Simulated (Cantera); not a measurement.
A perfectly stirred reactor is fed with CH4 : CO : O2 : N2 = 1 : 0.11 : 4.37 : 12.7 (molar parts), at 9.50 bar; it is adiabatic with a 750 K inlet, and is followed from long to short residence time, starting on the burning branch (τ in s: 0.049, 0.017, 0.0062, 0.0022, 0.00078, 0.00027, 9.7e-05, 3.4e-05, 1.2e-05, 4.3e-06).

Computed with Cantera and GRI-Mech 3.0 (53 species, 325 reactions).

Q: What does this change do: N2 12.7 to 19 parts?

A: 
| quantity | before | after |
|---|---|---|
| blow-out, bracketed by the residence times tried | burning at 97.0 µs, out at 34.0 µs | burning at 0.780 ms, out at 0.270 ms |
| x(CH4) at τ = 49.0 ms | 2.35e-6 | 1.01e-5 |
| x(CO) at τ = 49.0 ms | 0.000108 | 0.000133 |
| x(O2) at τ = 49.0 ms | 0.127 | 0.0948 |
| x(OH) at τ = 49.0 ms | 0.00103 | 0.000235 |
| x(HCN) at τ = 49.0 ms | 1.50e-8 | 2.35e-9 |
| x(CH4) at τ = 0.270 ms | 0.000164 | 0.0408 |
| x(CO) at τ = 0.270 ms | 0.00351 | 0.00449 |
| x(O2) at τ = 0.270 ms | 0.129 | 0.179 |
| x(OH) at τ = 0.270 ms | 0.00220 | <1e-12 |
| x(HCN) at τ = 0.270 ms | 3.17e-8 | <1e-12 |
